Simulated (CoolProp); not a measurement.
Values from CoolProp's reference Helmholtz-energy equation of state, Rui 2013.

**Question.** For R236EA, give the phase and the cv (kJ/(kg K)), speed of sound (m/s), expansivity (1/kK), conductivity (mW/(m K)) at 335.9 K and 3920 kPa.

**Answer.** 
- 335.9 K and 3920 kPa: liquid; cv 0.929, speed of sound 470, expansivity 2.71, conductivity 69.4

Thermal conductivity comes from a separate model (Huber 2003), an estimate that may be off by 10 % or more.
